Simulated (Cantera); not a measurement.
**Al2O3 + H2 + N2 (hydrogen reduction and annealing atmospheres)**

Feed: 1 mol Al2O3, 51 mol H2, 1.2 mol N2, held at 3.40 mbar.

Cantera equilibrium calculation (NASA polynomials, part measured and part estimated; ideal gas, pure solids and liquids). Candidate condensed phases: Al, AlN, Al2O3, H2O; 35 gas species. The tables' values for AlOH are old estimates; treat these amounts as uncertain. Rates play no part.

```csv
T (K),x H2,x H,x N2,x H2O,x Al,x Al2O,n Al2O3(s)
1073,0.977,2.37e-7,0.0230,4.98e-8,<1e-12,<1e-12,1.000
1173,0.977,2.00e-6,0.0230,1.25e-7,1.28e-12,<1e-12,1.000
1273,0.977,1.21e-5,0.0230,2.68e-7,2.23e-10,<1e-12,1.000
1373,0.977,5.64e-5,0.0230,5.13e-7,1.82e-8,2.78e-10,1.000
1473,0.977,0.000214,0.0230,1.06e-6,6.22e-7,2.51e-8,1.000
1573,0.976,0.000689,0.0230,5.33e-6,3.12e-6,1.79e-7,1.000
1673,0.975,0.00193,0.0230,2.20e-5,1.27e-5,9.83e-7,1.000
1773,0.972,0.00481,0.0229,7.75e-5,4.38e-5,4.38e-6,0.999
1873,0.966,0.0109,0.0229,0.000238,0.000131,1.64e-5,0.995
1973,0.954,0.0226,0.0227,0.000648,0.000348,5.28e-5,0.987
2073,0.931,0.0435,0.0225,0.00159,0.000830,0.000149,0.968
2173,0.894,0.0782,0.0220,0.00353,0.00180,0.000374,0.925
2273,0.835,0.132,0.0214,0.00716,0.00359,0.000842,0.837
```
x: gas mole fraction; n: condensed amount in mol.

From 1073 K to 2273 K the condensed part is Al2O3(s).
